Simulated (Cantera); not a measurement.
**Chlorosilane synthesis and conversion: SiCl4 + HCl + H2 + H2O**

Feed: 1 mol SiCl4, 1.6 mol HCl, 0.96 mol H2, 0.00052 mol H2O, held at 1.80 bar.

Equilibrium computed with Cantera from the NASA thermochemical tables; the gas is ideal and each condensed phase is pure. Candidate condensed phases: H2O, Si, SiO2; 30 gas species. The tables' values for SiCl3 are old estimates; treat these amounts as uncertain. The tables hold silica as quartz up to 1696 K and as liquid above; real silica turns to tridymite and cristobalite and melts near 1996 K. Kinetics and transport are ignored.

| T (°C) | x HCl | x SiCl4 | x H2 | x SiCl3 | x SiHCl3 | x SiCl2 | x SiH2Cl2 | x H2O | n SiO2(β-quartz) |
|---|---|---|---|---|---|---|---|---|---|
| 602 | 0.450 | 0.280 | 0.269 | 1.46e-6 | 0.000367 | 4.38e-10 | 4.39e-8 | 3.59e-7 | 0.000259 |
| 652 | 0.450 | 0.280 | 0.269 | 5.35e-6 | 0.000608 | 4.06e-9 | 1.30e-7 | 5.80e-7 | 0.000259 |
| 702 | 0.451 | 0.280 | 0.269 | 1.72e-5 | 0.000954 | 2.98e-8 | 3.40e-7 | 8.90e-7 | 0.000258 |
| 752 | 0.451 | 0.279 | 0.268 | 4.89e-5 | 0.00143 | 1.79e-7 | 8.09e-7 | 1.31e-6 | 0.000258 |
| 802 | 0.452 | 0.279 | 0.267 | 0.000126 | 0.00205 | 9.01e-7 | 1.76e-6 | 1.86e-6 | 0.000257 |
| 852 | 0.453 | 0.278 | 0.267 | 0.000297 | 0.00284 | 3.90e-6 | 3.56e-6 | 2.57e-6 | 0.000255 |
| 902 | 0.454 | 0.276 | 0.265 | 0.000647 | 0.00381 | 1.48e-5 | 6.73e-6 | 3.45e-6 | 0.000254 |
| 952 | 0.456 | 0.274 | 0.264 | 0.00132 | 0.00495 | 4.99e-5 | 1.19e-5 | 4.55e-6 | 0.000252 |
| 1002 | 0.458 | 0.271 | 0.262 | 0.00251 | 0.00626 | 0.000151 | 2.00e-5 | 5.88e-6 | 0.000249 |
| 1052 | 0.461 | 0.267 | 0.258 | 0.00451 | 0.00767 | 0.000412 | 3.15e-5 | 7.52e-6 | 0.000246 |
| 1102 | 0.466 | 0.262 | 0.254 | 0.00764 | 0.00910 | 0.00102 | 4.69e-5 | 9.54e-6 | 0.000242 |
| 1152 | 0.473 | 0.253 | 0.248 | 0.0122 | 0.0104 | 0.00231 | 6.53e-5 | 1.21e-5 | 0.000235 |
x: gas mole fraction; n: condensed amount in mol.

From 602 °C to 1152 °C the condensed part is SiO2(β-quartz). The main Si-bearing gas is SiCl4 throughout.
